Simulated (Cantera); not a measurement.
**Fluorocarbon and chlorocarbon gases: c-C₄F₈ + HCl**

A closed system holds: 1 mol c-C₄F₈, 0.018 mol HCl, held at 300 Torr.

These are equilibrium values from Cantera (NASA tables, ideal gas, pure condensed phases), not measurements of a reactor. Candidate condensed phases: C, C₆H₆, C₇H₈, C₈H₁₈; 118 gas species. The feed counts by its element totals alone. Gases not in the tables: C₂F₆ and larger saturated fluorocarbons. Equilibrium is a limit: real reactors are often held back by kinetics, nucleation or transport.

From 1475 °C to 1775 °C the condensed part is C(graphite). The main C-bearing gas is CF₄ throughout.

| T (°C) | x CF₄ | x CF₂ | x HF | x Cl | x CF₃ | x F | n C(graphite) |
|---|---|---|---|---|---|---|---|
| 1475 | 0.980 | 0.00159 | 0.00880 | 0.00648 | 0.000510 | 0.000143 | 2.00 |
| 1500 | 0.980 | 0.00208 | 0.00880 | 0.00672 | 0.000635 | 0.000195 | 2.00 |
| 1525 | 0.979 | 0.00270 | 0.00881 | 0.00694 | 0.000785 | 0.000262 | 2.00 |
| 1550 | 0.978 | 0.00348 | 0.00881 | 0.00714 | 0.000964 | 0.000351 | 2.00 |
| 1575 | 0.976 | 0.00445 | 0.00881 | 0.00731 | 0.00118 | 0.000465 | 2.00 |
| 1600 | 0.975 | 0.00565 | 0.00880 | 0.00746 | 0.00143 | 0.000613 | 2.00 |
| 1625 | 0.973 | 0.00713 | 0.00880 | 0.00759 | 0.00173 | 0.000801 | 2.00 |
| 1650 | 0.970 | 0.00894 | 0.00879 | 0.00770 | 0.00208 | 0.00104 | 1.99 |
| 1675 | 0.968 | 0.0111 | 0.00878 | 0.00780 | 0.00248 | 0.00134 | 1.99 |
| 1700 | 0.964 | 0.0138 | 0.00877 | 0.00788 | 0.00295 | 0.00171 | 1.99 |
| 1725 | 0.960 | 0.0170 | 0.00875 | 0.00795 | 0.00349 | 0.00218 | 1.99 |
| 1750 | 0.955 | 0.0208 | 0.00873 | 0.00801 | 0.00411 | 0.00276 | 1.98 |
| 1775 | 0.949 | 0.0253 | 0.00870 | 0.00805 | 0.00482 | 0.00347 | 1.98 |
x: gas mole fraction; n: condensed amount in mol.
